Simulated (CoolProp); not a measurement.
Propyne along the isobar 12000 kPa: density (kg/m³) from the reference equation and from simpler models built on Tc = 402.7 K, pc = 5658 kPa, ω = 0.204; each cubic takes its own stable root.

Values from CoolProp's reference Helmholtz-energy equation of state, Polt 1992. This equation is an older, rougher fit; its heat capacities, sound speeds and derivatives of the liquid may be far off and weren't checked against measurements.

```
T (K)          phase  reference  van der Waals  Redlich-Kwong  Peng-Robinson
-----  -------------  ---------  -------------  -------------  -------------
387.4         liquid      482.7            [?]            [?]          480.8
395.3         liquid      465.8          326.9            [?]          459.7
403.1  supercritical      447.9          319.4          393.5          437.3
411    supercritical      428.1          311.4          376.4          413.2
418.9  supercritical      406.5          303.1          358.4          387.6
426.8  supercritical      382.4          294.4          339.6          360.5
434.6  supercritical        [?]          285.4          320.4          333.0
442.5  supercritical      327.1          275.8          300.3          305.1
450.4  supercritical      297.0          265.8          280.2          278.7
458.3  supercritical      268.5          255.4          260.6          254.8
466.1  supercritical      244.1          244.8          242.5          234.4
474    supercritical      223.9          233.8          225.8          216.9
```

Task: Complete the blanks.

Result: 
- 387.4, van der Waals: 334.2
- 387.4, Redlich-Kwong: 425.1
- 395.3, Redlich-Kwong: 409.6
- 434.6, reference: 356.1
